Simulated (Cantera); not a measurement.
# Reactions in the system C-Cl-H-Ti

Standard-state values (1 bar) from the NASA 1993 polynomials, evaluated with Cantera. Values are per mole of reaction as written; species without (g) are pure solids or liquids, kept so even where they would boil at 1 bar.

9 C₂H₂(g) + 2 TiCl₃(g) = 2 Ti + 6 CH₃Cl(g) + 12 C

```tsv
T (K)	ΔH° (kJ)	ΔS° (J/K)	ΔG° (kJ)	log10 K	condensed phases
300	-1467.2	-906.9	-1195.2	208.09	Ti(α), C(graphite)
1473	-1485.2	-978.0	-44.5	1.58	Ti(β), C(graphite)
1523	-1483.2	-976.7	4.4	-0.15	Ti(β), C(graphite)
1573	-1481.0	-975.3	53.2	-1.76	Ti(β), C(graphite)
1623	-1478.6	-973.8	101.9	-3.28	Ti(β), C(graphite)
1673	-1476.2	-972.3	150.5	-4.70	Ti(β), C(graphite)
```
